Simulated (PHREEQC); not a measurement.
Consider water at 25 °C with 0.0097 mol/kgw HCl and 0.00034 mol/kgw MnSO4. Closed to the air; pH follows from the charge balance.

Model: ion-association model, phreeqc.dat, run in PHREEQC.

This is a speciation only: nothing precipitates in the calculation.

**Question.** Order these S species by the share of S that they hold, largest first: HSO4-, MnSO4, SO4-2.

**Answer.** SO4-2 (61 %), HSO4- (38 %), MnSO4 (1.5 %)

The pH is 2.06 and the ionic strength 0.0108 mol/kgw.
